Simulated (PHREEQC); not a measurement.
Synthetic water in mg/kgw, 20 °C, pH 6.49, pe 11.6: Na 0.0254; K 2.15e-06; Ca 0.0615; Mg 0.00191; Cl 0.0366; S(6) as SO4 0.032; Alkalinity as HCO3 0.161; Pb 0.00249.

Cl is adjusted to close the charge balance.
Valence states are taken as typed.

All values are PHREEQC results (ion-association model, phreeqc.dat), not measurements.

Each row changes one thing in this solution. No solid was allowed to form.

```csv
case,ionic strength (mol/kgw),HCO3- (mol/kgw),CO2 (mol/kgw),Pb+2 (mol/kgw),PbOH+ (mol/kgw),CO3-2 (mol/kgw),SI of Pb(OH)2 (Pb(OH)2),SI of Cerussite (PbCO3)
as made,6.64e-6,2.94e-6,2.29e-6,1.12e-8,6.71e-10,3.86e-10,-3.30,-4.18
Mg from 0.00191 to 0.00382 mg/kgw,6.87e-6,2.94e-6,2.29e-6,1.12e-8,6.71e-10,3.86e-10,-3.30,-4.18
temperature from 20 to 45 °C at the same typed pH,6.64e-6,2.84e-6,1.78e-6,1.12e-8,6.69e-10,5.64e-10,-2.48,-4.30
pH from 6.49 to 5.5 at the same alkalinity,9.49e-6,5.81e-6,4.41e-5,1.19e-8,7.24e-11,7.82e-11,-5.26,-4.85
pH from 6.49 to 6.99 at the same alkalinity,6.41e-6,2.67e-6,6.56e-7,9.93e-9,1.87e-9,1.11e-9,-2.35,-3.78
K from 2.15e-06 to 4.3e-06 mg/kgw,6.64e-6,2.94e-6,2.29e-6,1.12e-8,6.71e-10,3.86e-10,-3.30,-4.18
```

Constants without temperature data keep their 25 °C values here.
